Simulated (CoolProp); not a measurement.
n-hexane along the isotherm 326.85 °C: density (kg/m³) from the reference equation and from simpler models built on Tc = 234.7 °C, pc = 30.44 bar, ω = 0.300; each cubic takes its own stable root.

Values from CoolProp's reference Helmholtz-energy equation of state, Thol 2019.

```json
[
 {"p (bar)": "5.71", "phase": "gas", "reference": "10.24"},
 {"p (bar)": "11.4", "phase": "gas", "reference": "21.28"},
 {"p (bar)": "17.1", "phase": "gas", "reference": "33.32"},
 {"p (bar)": "22.8", "phase": "gas", "reference": "46.51"},
 {"p (bar)": "28.5", "phase": "gas", "reference": "61.08"},
 {"p (bar)": "34.2", "phase": "supercritical", "reference": "77.25"},
 {"p (bar)": "40", "phase": "supercritical", "reference": "95.63"},
 {"p (bar)": "45.7", "phase": "supercritical", "reference": "115.8"}
]
```

### Question
How far does each simpler model (ideal gas, van der Waals, Redlich-Kwong, Soave-Redlich-Kwong) lie from the reference over these 8 states: mean and median of the absolute difference, and the worst?

### Answer
- ideal gas: mean 17.5 %, median 17.4 %, worst -31.8 % at 326.85 °C and 45.7 bar
- van der Waals: mean 3.9 %, median 2.2 %, worst +12.3 % at 326.85 °C and 45.7 bar
- Redlich-Kwong: mean 2.4 %, median 2.0 %, worst +5.5 % at 326.85 °C and 45.7 bar
- Soave-Redlich-Kwong: mean 1.7 %, median 1.3 %, worst -4.1 % at 326.85 °C and 45.7 bar
